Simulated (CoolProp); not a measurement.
Properties of isohexane along the isobar 1330 kPa.

The numbers come from the reference Helmholtz-energy equation of state, Lemmon 2006 in CoolProp. It is a short technical equation, of lower accuracy than the large ones.

```tsv
T (K)	phase	Z	cp (kJ/(kg K))	cv (kJ/(kg K))	isothermal compressibility (1/MPa)	expansivity (1/kK)
353.2	liquid	0.06535	2.510	1.959	0.003193	1.724
372.9	liquid	0.06415	2.621	2.042	0.004118	1.918
392.6	liquid	0.06344	2.742	2.125	0.005526	2.192
412.3	liquid	0.06332	2.881	2.208	0.007874	2.606
432	liquid	0.06401	3.060	2.292	0.01243	3.318
451.6	gas	0.7264	2.772	2.361	1.156	6.649
471.3	gas	0.7786	2.716	2.416	1.024	4.953
491	gas	0.8161	2.724	2.478	0.9539	4.048
510.7	gas	0.8446	2.756	2.544	0.9097	3.472
```
